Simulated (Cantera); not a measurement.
Feed: 1 mol Fe₂O₃, 2.1 mol H₂S, 0.096 mol H₂O, held at 725 °C and 0.830 bar.

Cantera equilibrium calculation (NASA polynomials, part measured and part estimated; ideal gas, pure solids and liquids). Candidate condensed phases: Fe, FeO, Fe(OH)₂, Fe(OH)₃, FeS, FeSO₄, FeS₂, Fe₂O₃, Fe₂(SO₄)₃, Fe₃O₄, H₂O, H₂SO₄, S; 22 gas species. FeS: taken at fixed stoichiometry. Gases not in the tables: S₃ to S₇. Rates play no part.

Base state: H₂O 0.857, SO₂ 0.119, H₂S 0.0172, S₂ 0.00458, H₂ 0.00201, S₂O 0.000337 (mole fractions); condensed: FeS(s) + Fe₃O₄(s).

### Question
What changes in the equilibrium state with this change: temperature from 725 °C to 1275 °C?

### Answer
```
species          before     after
-------------  --------  --------
H₂O               0.857     0.757
SO₂               0.119     0.119
H₂              0.00201    0.0553
S₂              0.00458    0.0364
H₂S              0.0172    0.0278
Fe(OH)₂         2.82e-9   1.84e-5
S                 <1e-9   1.46e-5
SH              2.45e-6  0.000873
SO              6.02e-6   0.00183
S₂O            0.000337   0.00136
FeS(s), mol        1.74         0
Fe₃O₄(s), mol    0.0882         0
FeO(s), mol           0     0.488
FeS(l), mol           0      1.51
```
Metal and sulfide melt together well below either melting point, which pure phases cannot show. Mutual solubility and eutectic melting of coexisting phases are not modelled. The tables' stoichiometric FeO is somewhat more stable than real wüstite, so its field is too wide. FeO, FeS: taken at fixed stoichiometry.
